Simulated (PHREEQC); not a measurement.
Consider water at 25 °C with 0.51 mmol/kgw CaSO4, 0.13 mmol/kgw Na2HPO4 and 0.069 mmol/kgw KCl. Closed to the air; pH follows from the charge balance.

Model: ion-association model, phreeqc.dat, run in PHREEQC.

Each row changes one thing in this solution. Precipitation was switched off in this run.

| case | pH | SO4-2 (mol/kgw) | Ca+2 (mol/kgw) | HPO4-2 (mol/kgw) | CaSO4 (mol/kgw) | CaHPO4 (mol/kgw) | SI of Gypsum (CaSO4:2H2O) | SI of Hydroxyapatite (Ca5(PO4)3OH) |
|---|---|---|---|---|---|---|---|---|
| as made | 8.21 | 0.000483 | 0.000461 | 9.85e-5 | 2.61e-5 | 1.64e-5 | -2.25 | +6.84 |
| Na2HPO4 from 0.00013 to 0.000195 mol/kgw | 8.23 | 0.000484 | 0.000450 | 0.000149 | 2.52e-5 | 2.39e-5 | -2.27 | +7.39 |
| CaSO4 from 0.00051 to 0.000765 mol/kgw | 8.14 | 0.000711 | 0.000683 | 9.22e-5 | 5.32e-5 | 2.13e-5 | -1.94 | ___ |
| KCl from 6.9e-05 to 0.000345 mol/kgw | 8.21 | 0.000483 | 0.000462 | 9.89e-5 | 2.56e-5 | 1.61e-5 | -2.26 | ___ |
| diluted 2-fold with water | 8.26 | 0.000247 | 0.000240 | 5.33e-5 | 7.76e-6 | 5.16e-6 | -2.78 | +5.01 |
| 0.00039 mol/kgw MgSO4 added | ___ | 0.000821 | 0.000453 | 8.66e-5 | 3.96e-5 | 1.29e-5 | -2.07 | +5.99 |

### Question
What belongs in the gaps?

### Answer

- CaSO4 from 0.00051 to 0.000765 mol/kgw, SI of Hydroxyapatite (Ca5(PO4)3OH): +7.23
- KCl from 6.9e-05 to 0.000345 mol/kgw, SI of Hydroxyapatite (Ca5(PO4)3OH): +6.82
- 0.00039 mol/kgw MgSO4 added, pH: 8.09

Some of these states are supersaturated (in Hydroxyapatite, for instance).
